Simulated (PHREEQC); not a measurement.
PHREEQC input (ion-association model, wateq4f.dat):

```
SOLUTION_MASTER_SPECIES
  An  An-  0  An  62.0  # stands for a non-complexing anion
SOLUTION_SPECIES
  An- = An-
    -log_k 0
    -gamma 3.0 0
PHASES
  Fix_H+
    H+ = H+
    -log_k 0
SOLUTION 1
  temp 25
  units mmol/kgw
  pH 7 charge
  S(6) 0.035
  Na 50.07
  Cl 0.034
  Mg 0.017
  An 50
END
SELECTED_OUTPUT 1
  -reset false
  -pH true
  -pe true
  -ionic_strength true
  -water true
  -totals Cl Mg Na S S(-2) S(6)
  -molalities Hfo_wOH Hfo_wOH2+ Hfo_wO- Hfo_sOH Hfo_sOH2+ Hfo_sO- Hfo_wSO4- Hfo_wOHSO4-2 Hfo_wOMg+
  -saturation_indices Brucite Halite Mirabilite Epsomite
USER_PUNCH 1
  -headings sigma psi
  10 PUNCH EDL("sigma", "Hfo"), EDL("psi", "Hfo")
PRINT
  -reset false
USE solution 1
SURFACE 1
  Hfo_wOH 0.000105618 600 0.047
  Hfo_sOH 2.64045e-06
EQUILIBRIUM_PHASES 1
  Fix_H+ -4 HAn 10
    -force_equality true
  O2(g) -0.68 10
END
# ... the last block is repeated for the other 16 points of pH, with NaOH or the acid as the point needs
```

Selected output (columns that matter, 17 of 17 rows; pH added in front):

```
pH	mu	Mg	Na	S	m_Hfo_wOH	m_Hfo_wOH2+	m_Hfo_wO-	m_Hfo_sOH	si_Brucite	si_Halite	si_Mirabilite	si_Epsomite	sigma	psi
4	0.05027	1.7e-05	0.05007	9.5489e-06	5.9383e-06	7.4218e-05	1.0885e-08	1.9559e-07	-13.927	-7.5257	-7.0695	-8.3565	0.16322	0.12974
4.5	0.050189	1.7e-05	0.05007	1.23e-05	1.3721e-05	6.9134e-05	6.239e-08	4.3695e-07	-12.927	-7.5256	-6.9578	-8.2448	0.14419	0.1235
5	0.050164	1.7e-05	0.05007	1.6809e-05	2.6736e-05	6.042e-05	2.7102e-07	8.0747e-07	-11.927	-7.5255	-6.8216	-8.1087	0.12062	0.11452
5.5	0.050157	1.7e-05	0.05007	2.2586e-05	4.4012e-05	4.8273e-05	9.1926e-07	1.2468e-06	-10.927	-7.5255	-6.6932	-7.9803	0.096748	0.10352
6	0.050155	1.7e-05	0.05007	2.8365e-05	6.1395e-05	3.513e-05	2.4581e-06	1.6378e-06	-9.9269	-7.5255	-6.5942	-7.8815	0.074438	0.090654
6.5	0.050155	1.6997e-05	0.05007	3.2578e-05	7.3547e-05	2.4612e-05	5.0348e-06	1.8819e-06	-8.927	-7.5255	-6.534	-7.8214	0.05333	0.074857
7	0.050153	1.6981e-05	0.05007	3.4455e-05	7.8934e-05	1.8334e-05	7.7854e-06	1.984e-06	-7.9275	-7.5255	-6.5097	-7.7976	0.033529	0.054661
7.5	0.050151	1.6845e-05	0.05007	3.4912e-05	8.0527e-05	1.4833e-05	1.0015e-05	2.0178e-06	-6.931	-7.5255	-6.504	-7.7954	0.016855	0.03104
8	0.050148	1.5814e-05	0.050073	3.4987e-05	8.0155e-05	1.2054e-05	1.2211e-05	2.0269e-06	-5.9585	-7.5255	-6.503	-7.8219	0.0034219	0.0066736
8.5	0.050148	1.1249e-05	0.050088	3.4998e-05	7.5682e-05	8.2195e-06	1.5964e-05	2.001e-06	-5.1066	-7.5254	-6.5025	-7.9698	-0.0075361	-0.014544
9	0.050151	4.3975e-06	0.050113	3.4999e-05	6.6467e-05	4.6143e-06	2.1934e-05	1.8868e-06	-4.5151	-7.5252	-6.5019	-8.3782	-0.017825	-0.032624
9.5	0.050176	9.0473e-07	0.050151	3.5e-05	5.8965e-05	2.8776e-06	2.768e-05	1.7392e-06	-4.2038	-7.5249	-6.5013	-9.0669	-0.032296	-0.053148
10	0.050263	1.4285e-07	0.050243	3.5e-05	5.3264e-05	1.9367e-06	3.356e-05	1.5845e-06	-4.0118	-7.5242	-6.5001	-9.8751	-0.053745	-0.075165
10.5	0.050534	2.455e-08	0.050518	3.5e-05	4.6217e-05	1.1866e-06	4.1239e-05	1.3767e-06	-3.796	-7.5222	-6.4966	-10.66	-0.083046	-0.095803
11	0.051383	5.5113e-09	0.051373	3.5e-05	3.6721e-05	6.0218e-07	5.13e-05	1.0941e-06	-3.5009	-7.516	-6.4857	-11.368	-0.12049	-0.11386
11.5	0.054075	2.025e-09	0.054072	3.5e-05	2.5052e-05	2.2699e-07	6.3341e-05	7.4644e-07	-3.0772	-7.4971	-6.4529	-11.952	-0.16423	-0.1282
12	0.062713	1.6907e-09	0.062717	3.5e-05	1.301e-05	5.1316e-08	7.5559e-05	3.8763e-07	-2.4317	-7.4428	-6.3588	-12.332	-0.2079	-0.13641
```

Complexes and solids missing from the database can't appear.
